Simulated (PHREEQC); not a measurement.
## Copper plating or etch bath (model solution)

Dissolve 38 mmol/kgw Cu(BF4)2 and 17 mmol/kgw H3BO3 at 25 °C. Closed to the air; pH follows from the charge balance.

Computed with PHREEQC (ion-association model, wateq4f.dat).

Each row changes one thing in this solution. This is a speciation only: nothing precipitates in the calculation.

```json
[
 {"case": "as made", "pH": "2.59", "ionic strength (mol/kgw)": "0.117", "H3BO3 (mol/kgw)": "0.0155", "H2BO3- (mol/kgw)": "4.89e-9"},
 {"case": "temperature from 25 to 45 °C", "pH": "2.60", "ionic strength (mol/kgw)": "0.116", "H3BO3 (mol/kgw)": "0.0157", "H2BO3- (mol/kgw)": "7.11e-9"},
 {"case": "Cu(BF4)2 left out", "pH": "5.50", "ionic strength (mol/kgw)": "3.14e-6", "H3BO3 (mol/kgw)": "0.0170", "H2BO3- (mol/kgw)": "3.13e-6"},
 {"case": "H3BO3 from 0.017 to 0.034 mol/kgw", "pH": "2.53", "ionic strength (mol/kgw)": "0.117", "H3BO3 (mol/kgw)": "0.0317", "H2BO3- (mol/kgw)": "8.72e-9"},
 {"case": "0.073 mol/kgw Na2SO4 added", "pH": "2.82", "ionic strength (mol/kgw)": "0.251", "H3BO3 (mol/kgw)": "0.0149", "H2BO3- (mol/kgw)": "9.03e-9"},
 {"case": "diluted 2-fold with water", "pH": "2.75", "ionic strength (mol/kgw)": "0.0586", "H3BO3 (mol/kgw)": "0.00829", "H2BO3- (mol/kgw)": "3.42e-9"}
]
```

Away from 25 °C the constants follow the database's enthalpies or fits; those with neither stay at their 25 °C values. Real BF4- forms and hydrolyses slowly; the run takes it at equilibrium.
